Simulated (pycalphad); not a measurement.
**Phase fractions of Mn-10.2Si (at.%)**

CALPHAD calculation (pycalphad, COST 507 light-alloy database (1999)), 1 atm. These are 1990s assessments: newer ones move some temperatures and phases. Phase fractions are per mole of atoms. Kinetics are ignored, which matters at the lower temperatures.

| T (°C) | liquid | β-Mn | MN9SI2 | α-Mn | MN6SI |
|---|---|---|---|---|---|
| 1177 | 1.000 | - | - | - | - |
| 1102 | [?] | [?] | - | - | - |
| 1027 | - | 1.000 | - | - | - |
| 727 | - | 1.000 | - | - | - |
| 652 | - | 0.940 | 0.060 | - | - |
| 577 | - | - | - | 0.630 | 0.370 |
| 502 | - | - | - | 0.590 | 0.410 |
| 427 | - | - | - | [?] | [?] |
| 352 | - | - | - | 0.512 | 0.488 |
| 277 | - | - | - | 0.476 | 0.524 |

### Question
Fill in the missing entries.

### Answer

- 1102, liquid: 0.111
- 1102, β-Mn: 0.889
- 427, α-Mn: 0.550
- 427, MN6SI: 0.450

Database names, with the compositions (at.%) that they take in these runs: MN9SI2: Mn 82 Si 18; MN6SI: Mn 85 Si 15.
